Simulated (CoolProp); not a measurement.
Propylene along the isotherm 287.55 °C: Z from the reference equation and from simpler models built on Tc = 91.1 °C, pc = 4.555 MPa, ω = 0.146; each cubic takes its own stable root.

Values from CoolProp's reference Helmholtz-energy equation of state, Lemmon 2013.

| p (MPa) | phase | reference | van der Waals | Redlich-Kwong | Soave-Redlich-Kwong | Peng-Robinson |
|---|---|---|---|---|---|---|
| 0.759 | gas | 0.9870 | 0.9838 | 0.9853 | 0.9888 | 0.9851 |
| 1.52 | gas | 0.9743 | 0.9674 | 0.9707 | 0.9780 | 0.9706 |
| 2.28 | gas | 0.9619 | 0.9510 | 0.9564 | 0.9675 | 0.9567 |
| 3.04 | gas | 0.9498 | 0.9344 | 0.9425 | 0.9575 | 0.9434 |
| 3.8 | gas | 0.9382 | 0.9179 | 0.9290 | 0.9479 | 0.9308 |
| 4.55 | gas | 0.9271 | 0.9016 | 0.9160 | 0.9390 | 0.9190 |
| 5.31 | supercritical | 0.9162 | 0.8853 | 0.9034 | 0.9304 | 0.9078 |
| 6.07 | supercritical | 0.9059 | 0.8693 | 0.8914 | 0.9225 | 0.8973 |
| 6.83 | supercritical | 0.8960 | 0.8537 | 0.8800 | 0.9152 | 0.8876 |
| 7.59 | supercritical | 0.8867 | 0.8387 | 0.8694 | 0.9085 | 0.8788 |
| 8.35 | supercritical | 0.8780 | 0.8245 | 0.8596 | 0.9026 | 0.8708 |
| 9.11 | supercritical | 0.8698 | 0.8115 | 0.8507 | 0.8973 | 0.8637 |
| 9.87 | supercritical | 0.8624 | 0.7998 | 0.8427 | 0.8929 | 0.8574 |
| 10.6 | supercritical | 0.8560 | 0.7900 | 0.8359 | 0.8893 | 0.8523 |
| 11.4 | supercritical | 0.8497 | 0.7813 | 0.8296 | 0.8862 | 0.8476 |
